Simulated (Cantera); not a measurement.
Input: 1 mol C3H8, 0.041 mol O2, at 2225 °C and 140 Pa.

Method: chemical equilibrium by Gibbs-energy minimisation in Cantera with the NASA 1993 tables (ideal gas, pure condensed phases). Kinetics and transport are ignored.

```tsv
species	before	after
H2	0.505	0.746
H	0.474	0.228
CO	0.0153	0.0178
C2H2 (acetylene)	0.00542	0.00800
C2	3.18e-5	5.00e-6
C3	0.000345	5.43e-5
C	0.000116	1.82e-5
C2H	0.000364	0.000175
C4H2	2.40e-5	3.55e-5
C(graphite), mol	2.85	2.84
```
Gas species are given as mole fractions.

Question: What was changed between the two runs?
(A) pressure from 140 Pa to 890 Pa
(B) C3H8 replaced by C2H5OH
(C) temperature from 2225 °C to 1102 °C
(D) temperature from 2225 °C to 377 °C

Answer: A, pressure from 140 Pa to 890 Pa
